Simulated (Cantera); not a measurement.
Cantera run:

```python
import numpy as np
import cantera as ct

gas_names = """
    CL CL2 H HCL H2 Si SiCL SiCL2 SiCL3 SiCL4 SiH SiHCL3 SiH2 SiH2CL2 SiH3 SiH3CL SiH4 Si2 Si3
""".split()
cond_names = """
    Si(cr) Si(L)
""".split()


def load(file, names, dense=False):
    # The tables refer to 1 bar. Condensed volumes are neglected.
    table = {s.name: s for s in ct.Species.list_from_file(file)}
    out = []
    for n in names:
        d = dict(table[n].input_data)
        d["thermo"] = dict(d["thermo"], **{"reference-pressure": 1e5})
        if dense:
            d["equation-of-state"] = {"model": "constant-volume", "density": "1e6 g/cm^3"}
        out.append(ct.Species.from_dict(d))
    return out


gas = ct.Solution(thermo="ideal-gas", species=load("nasa_gas.yaml", gas_names))
cond = {s.name: ct.Solution(thermo="fixed-stoichiometry", species=[s], name=s.name)
        for s in load("nasa_condensed.yaml", cond_names, dense=True)}
atoms = {
    'SiCl4': {'Si': 1, 'CL': 4},
    'H2': {'H': 2},
}
top_T = {}  # K; cautious upper limits of use, not melting points


def equilibrate(T, P, feed):
    n = {}
    for name, mol in feed.items():
        for a, k in atoms[name].items():
            n[a] = n.get(a, 0.0) + k * mol
    gas.TPX = T, P, n
    mass = sum(n.values()) * gas.mean_molecular_weight
    gas.equilibrate("TP")
    valid = [c for c in cond.values() if c.min_temp <= T <= top_T.get(c.name, c.max_temp)]
    mix = ct.Mixture([(gas, mass / gas.mean_molecular_weight)] + [(c, 0.0) for c in valid])
    mix.T, mix.P = T, P
    mix.equilibrate("TP", solver="vcs", rtol=1e-11, max_steps=5000)
    return mix


results = []
feed = {'SiCl4': 1, 'H2': 5.9}  # mol
T = 2000  # K
P = 10000  # Pa
mix = equilibrate(T, P, feed)
results.append((T, P, feed, dict(zip(mix.species_names, mix.species_moles))))
x = sorted(zip(gas.X, gas.species_names), reverse=True)
print(f"T = {T:g} K  P = {P:g} Pa  gas = {mix.phase_moles(0):.4g} mol")
print("   x: " + "  ".join(f"{s} {v:.3e}" for v, s in x if v > 1e-05))
print("   condensed (mol): " + ("  ".join(f"{mix.phase(i).name} {mix.phase_moles(i):.4g}"
      for i in range(1, mix.n_phases) if mix.phase_moles(i) > 1e-12) or "none"))
```

Result:

```
T = 2000 K  P = 10000 Pa  gas = 7.913 mol
   x: H2 6.186e-01  HCL 2.497e-01  SiCL2 1.224e-01  H 4.045e-03  SiCL3 2.825e-03  CL 1.216e-03  SiCL 6.591e-04  Si 2.208e-04  SiCL4 7.492e-05  SiHCL3 7.236e-05  SiH 3.726e-05  SiH2 3.331e-05  SiH2CL2 1.352e-05
   condensed (mol): none
```

Method: chemical equilibrium by Gibbs-energy minimisation in Cantera with the NASA 1993 tables (ideal gas, pure condensed phases). The tables' values for SiCl3, SiCl are old estimates; treat these amounts as uncertain. Gases not in the tables: Si2H6 and higher silanes.
